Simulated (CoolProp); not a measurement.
n-perfluorobutane along the isotherm 211 K: density (kg/m³) from the reference equation and from simpler models built on Tc = 386.3 K, pc = 2.322 MPa, ω = 0.372; each cubic takes its own stable root.

Values from CoolProp's reference Helmholtz-energy equation of state, Gao 2022.

```csv
p (MPa),phase,reference,Redlich-Kwong,Soave-Redlich-Kwong,Peng-Robinson
0.528,liquid,1805,1628,1693,1905
1.06,liquid,1806,1632,1695,1907
1.58,liquid,1808,1635,1697,(withheld)
2.11,liquid,1809,1638,1699,(withheld)
2.64,liquid,1811,1641,1701,1912
3.17,liquid,1812,1644,(withheld),1914
3.69,liquid,(withheld),1646,1704,1916
4.22,liquid,1815,1649,1706,1917
4.75,liquid,(withheld),1652,1708,1919
5.28,liquid,1818,1655,1710,1921
5.81,liquid,1820,1657,1711,1922
```

### Question
What belongs in the gaps?

### Answer

- 1.58, Peng-Robinson: 1909
- 2.11, Peng-Robinson: 1910
- 3.17, Soave-Redlich-Kwong: 1702
- 3.69, reference: 1814
- 4.75, reference: 1817
